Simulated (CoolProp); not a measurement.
1-butene along the isotherm 73.45 °C: fugacity coefficient from the reference equation and from simpler models built on Tc = 146.1 °C, pc = 4.006 MPa, ω = 0.192; each cubic takes its own stable root.

The numbers come from the reference Helmholtz-energy equation of state, Lemmon 2005 in CoolProp. It is a short technical equation, of lower accuracy than the large ones.

```tsv
p (MPa)	phase	reference	Soave-Redlich-Kwong	Peng-Robinson
0.0633	gas	0.9898	0.9903	0.9896
0.107	gas	0.9828	0.9837	0.9825
0.18	gas	0.9711	0.9726	0.9706
0.304	gas	0.9512	0.9538	0.9505
0.514	gas	0.9176	0.9221	0.9167
0.867	gas	0.8610	0.8689	0.8604
1.46	liquid	0.6014	0.6165	0.6024
2.47	liquid	0.3691	0.3799	0.3694
4.17	liquid	0.2327	0.2411	0.2326
7.03	liquid	0.1532	0.1602	0.1525
11.9	liquid	0.1076	0.1141	0.1064
20	liquid	0.08483	0.09162	0.08265
```
